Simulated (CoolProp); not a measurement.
A closed Brayton cycle with carbon dioxide: compressor inlet 306.15 K and 8.1 MPa, high pressure 24.3 MPa, turbine inlet 875 K, compressor efficiency 0.8, turbine efficiency 0.93, recuperator effectiveness 0.95 (on enthalpy, no pinch check). Each further row changes one setting.

The numbers come from the reference Helmholtz-energy equation of state, Span 1996 in CoolProp.

```tsv
case	thermal efficiency (%)	net work (kJ/kg)	compressor to turbine work	compressor exit (K)	turbine exit (K)
as stated	40.3	129	0.18	339.8	735.3
turbine inlet 825 K	38.7	119	0.19	339.8	690.3
compressor inlet 316.15 K	39.1	104	0.34	401.5	735.3
high pressure 20.7 MPa	38.5	113	0.17	334.0	755.0
recuperator effectiveness 0.5	24.2	129	0.18	339.8	735.3
```
